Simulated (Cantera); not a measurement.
A closed system holds: 1 mol B, 5.5 mol H2, at 1898 K and 1.00 bar.

These are equilibrium values from Cantera (NASA tables, ideal gas, pure condensed phases), not measurements of a reactor. Candidate condensed phases: B; 7 gas species. The tables' values for BH2 are old estimates; treat these amounts as uncertain. Gases not in the tables: B2H6 and higher boranes. Rates play no part.

### Question
What is the equilibrium state?

### Answer
| Property | Result |
|---|---|
| x(H2) | 0.999 |
| x(H) | 0.000781 |
| x(BH2) | 0.000252 |
| x(BH3) | 2.71e-5 |
| n(B(s)) | 0.998 mol |
| gas amount | 5.502 mol |
